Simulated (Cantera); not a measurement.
A Cantera script and what it prints.

```python
import numpy as np
import cantera as ct

gas_names = [...]  # 87 gases of nasa_gas.yaml made of C, H, Si
cond_names = """
    C(gr) C6H6(L) C7H8(L) C8H18(L),n-octa Si(cr) Si(L) SiC(b)
""".split()


# ... load() reads the species with a 1 bar reference pressure and builds the phases ...
atoms = {
    'CH3SiH3': {'C': 1, 'H': 6, 'Si': 1},
    'C2H2': {'C': 2, 'H': 2},
    'H2': {'H': 2},
}
top_T = {'C(gr)': 4500, 'SiC(b)': 3050}  # K; cautious upper limits of use, not melting points


# ... equilibrate(T, P, feed) seeds the gas with the atoms and calls Mixture.equilibrate('TP', solver="vcs", rtol=1e-11, max_steps=5000) ...
results = []
T = 2250  # K
P = 133.322  # Pa
for m in [1.1, 1.7, 2.6, 4, 6.1, 9.4, 15, 23]:
    feed = {'CH3SiH3': 1, 'C2H2': 0.012, 'H2': m}  # mol
    mix = equilibrate(T, P, feed)
    results.append((T, P, feed, dict(zip(mix.species_names, mix.species_moles))))

top = {s: max(r[3][s] / sum(r[3][g] for g in gas_names) for r in results) for s in gas_names}
cols = sorted((s for s in top if top[s] > 0.001), key=lambda s: -top[s])[:9]
seen = [c for c in cond_names if any(r[3].get(c, 0) > 1e-12 for r in results)]
print("log10 of partial pressures in bar; condensed amounts in mol")
print(f"{'n(H2)':>10s}" + "".join(f"{s[:9]:>10s}" for s in cols + seen))
for T, P, feed, n in results:
    ng = sum(n[g] for g in gas_names)
    print(f"{feed['H2']:10.4g}" + "".join(f"{np.log10(max(n[s] / ng * P / 1e5, 1e-99)):10.3f}" for s in cols)
          + "".join(f"{n.get(c, 0):10.4g}" for c in seen))
```

Output:

```
log10 of partial pressures in bar; condensed amounts in mol
     n(H2)        H2         H        Si      SiC2      Si2C C2H2,acet     C(gr)    SiC(b)
       1.1    -2.998    -3.628    -4.132    -5.069    -5.291    -5.473    0.2605    0.6576
       1.7    -2.998    -3.628    -4.132    -5.069    -5.291    -5.473     0.295    0.6077
       2.6    -2.998    -3.628    -4.132    -5.069    -5.291    -5.473    0.3467    0.5328
         4    -2.998    -3.628    -4.132    -5.069    -5.291    -5.473    0.4272    0.4162
       6.1    -2.998    -3.628    -4.132    -5.069    -5.291    -5.473     0.548    0.2414
       9.4    -2.997    -3.627    -4.144    -5.081    -5.315    -5.472     0.713         0
        15    -2.987    -3.623    -4.284    -5.220    -5.594    -5.462    0.6867         0
        23    -2.981    -3.619    -4.427    -5.364    -5.881    -5.456     0.644         0
```

Equilibrium computed with Cantera from the NASA thermochemical tables; the gas is ideal and each condensed phase is pure. The feed counts by its element totals alone. Gases not in the tables: Si2H6 and higher silanes.
